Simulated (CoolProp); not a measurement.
Computed with CoolProp (reference Helmholtz-energy equation of state, Schmidt 1985).

Question: For oxygen, give the phase and the cv (kJ/(kg K)), expansivity (1/kK) at -192.75 °C and 22.2 MPa; -192.75 °C and 50.5 MPa.

Answer: 
- -192.75 °C and 22.2 MPa: liquid; cv 1.01, expansivity 3.34
- -192.75 °C and 50.5 MPa: liquid; cv 1.04, expansivity 2.84
